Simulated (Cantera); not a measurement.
Charge: 1 mol HMDSO, a varied amount of NO, equilibrated at 623.15 K and 0.110 bar.

These are equilibrium values from Cantera (NASA tables, ideal gas, pure condensed phases), not measurements of a reactor. Candidate condensed phases: C, C6H6, C7H8, C8H18, H2O, Si, SiC, SiO2, Si2N2O, Si3N4; 151 gas species. The feed counts by its element totals alone. Equilibrium is a limit: real reactors are often held back by kinetics, nucleation or transport.

### Question
Which condensed phases are stable at each of these points (n(NO) (mol)): 0.11, 0.19, 0.33, 0.56, 0.97, 1.7, 2.9, 5, 8.6, 15?

### Answer
```
n(NO) (mol)                                   condensed phases  Si condensed (%)
-----------  -------------------------------------------------  ----------------
0.11         C(graphite) + SiC(s) + SiO2(α-quartz) + Si2N2O(s)             100.0
0.19         C(graphite) + SiC(s) + SiO2(α-quartz) + Si2N2O(s)             100.0
0.33         C(graphite) + SiC(s) + SiO2(α-quartz) + Si2N2O(s)             100.0
0.56         C(graphite) + SiC(s) + SiO2(α-quartz) + Si2N2O(s)             100.0
0.97         C(graphite) + SiC(s) + SiO2(α-quartz) + Si2N2O(s)             100.0
1.7                   C(graphite) + SiO2(α-quartz) + Si2N2O(s)             100.0
2.9                   C(graphite) + SiO2(α-quartz) + Si2N2O(s)             100.0
5                                 C(graphite) + SiO2(α-quartz)             100.0
8.6                               C(graphite) + SiO2(α-quartz)             100.0
15                                C(graphite) + SiO2(α-quartz)             100.0
```

From 0.11 mol NO to 0.97 mol NO the condensed part is C(graphite) + SiC(s) + SiO2(α-quartz) + Si2N2O(s). From 1.7 mol NO to 2.9 mol NO the condensed part is C(graphite) + SiO2(α-quartz) + Si2N2O(s). From 5 mol NO to 15 mol NO the condensed part is C(graphite) + SiO2(α-quartz).
